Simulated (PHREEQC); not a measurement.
A solution holds 0.028 mol HF, 3.1e-05 mol (CH3)4NF and 2.4e-06 mol H4SiO4 per kg of water, at 20 °C and 10 atm. Closed to the air; pH follows from the charge balance.

Equilibrium calculation in PHREEQC: ion-association model, phreeqc.dat.

This is a speciation only: nothing precipitates in the calculation.

Problem. Order these F species by the share of F that they hold, largest first: HF2-, HF, F-.

Solution. HF (82 %), F- (15 %), HF2- (2.6 %)

The pH is 2.37 and the ionic strength 0.00461 mol/kgw. Species that the database lacks are ignored. (CH3)4N+ isn't in the database: it is added as a free cation with an ion size of 4 Å. SiF6-2 is the database's only silicon fluoride.
